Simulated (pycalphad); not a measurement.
All values are pycalphad results on the COST 507 light-alloy database (1999) (1 atm), not direct measurements. These are 1990s assessments: newer ones move some temperatures and phases. Kinetics are ignored, which matters at the lower temperatures.

Molar enthalpy of Ti-1.3B (at.%) in equilibrium (SER reference):

```
T (K)  H (kJ/mol)        phases
-----  ----------  ------------
2850       110.52        liquid
2730       104.99        liquid
2610        99.46        liquid
2490        93.93        liquid
2370        88.39        liquid
2250        82.86        liquid
2130        77.33        liquid
2010        71.80        liquid
1970        69.96        liquid
1930        68.11        liquid
1890        59.63  liquid + bcc
1810        48.67      bcc + BM
1770        47.25      bcc + BM
1650        43.11      bcc + BM
1530        39.16      bcc + BM
1410        35.36      bcc + BM
1290        31.69      bcc + BM
1170        28.12      bcc + BM
1050        20.08      hcp + BM
930         16.16      hcp + BM
810         12.37      hcp + BM
690          8.71      hcp + BM
570          5.19      hcp + BM
```

Cooling from 1930 K to 1810 K, across the freezing range, releases 19.4 kJ/mol, or 410 J/g. The slope is 46 J/(mol K) in the liquid and 36 J/(mol K) just below the solidus, where it includes any heat of precipitation. Liquidus 1913 K, solidus 1814 K. Changes were sought between steps of 40 K, so a narrower field can be missed.

Database names, with the compositions (at.%) that they take in these runs: BM: Ti 50 B 50.
